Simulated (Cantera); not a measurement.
**SiH4 + H2 + HCl (silicon epitaxy and polysilicon growth)**

Charge: 1 mol SiH4, 17 mol H2, 1.9 mol HCl, at 927 °C.

Method: chemical equilibrium by Gibbs-energy minimisation in Cantera with the NASA 1993 tables (ideal gas, pure condensed phases). Candidate condensed phases: Si; 19 gas species. The tables' values for SiCl3 are old estimates; treat these amounts as uncertain. Kinetics and transport are ignored.

| P (Pa) | x H2 | x HCl | x SiCl2 | x SiHCl3 | x SiCl4 | x SiCl3 | n Si(s) |
|---|---|---|---|---|---|---|---|
| 100 | 0.923 | 0.0653 | 0.0109 | 0.000138 | 0.000358 | 0.000667 | 0.748 |
| 460 | 0.926 | 0.0615 | 0.00964 | 0.000527 | 0.00129 | 0.00119 | 0.736 |
| 2100 | 0.932 | 0.0536 | 0.00727 | 0.00158 | 0.00334 | 0.00166 | 0.710 |
| 9600 | 0.941 | 0.0425 | 0.00453 | 0.00357 | 0.00594 | 0.00175 | 0.667 |
| 44000 | 0.950 | 0.0312 | 0.00242 | 0.00644 | 0.00778 | 0.00147 | 0.613 |
| 200000 | 0.956 | 0.0218 | 0.00117 | 0.00983 | 0.00822 | 0.00105 | 0.552 |
x: gas mole fraction; n: condensed amount in mol.

From 0.00100 bar to 2.00 bar the condensed part is Si(s). The main Si-bearing gas is SiCl2 at 0.00100 bar and SiHCl3 at 2.00 bar. The share of Si in condensed phases is highest at 0.00100 bar (74.8 %) and lowest at 2.00 bar (55.2 %).
